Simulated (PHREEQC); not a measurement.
Consider water at 25 °C with 14 mmol/kgw HCl, 13 mmol/kgw CuSO4 and 22 mmol/kgw Na2SO4. Closed to the air; pH follows from the charge balance.

All values are PHREEQC results (ion-association model, phreeqc.dat), not measurements.

No solid was allowed to form.

Problem. Order these S species by the share of S that they hold, largest first: HSO4-, NaSO4-, SO4-2, CuSO4.

Solution. SO4-2 (62 %), HSO4- (18 %), CuSO4 (15 %), NaSO4- (5.0 %)

Problem. Order these Cu species by the share of Cu that they hold, largest first: CuSO4, Cu+2, CuCl+.

Solution. Cu+2 (59 %), CuSO4 (40 %), CuCl+ (0.90 %)

The pH is 2.20 and the ionic strength 0.0948 mol/kgw.
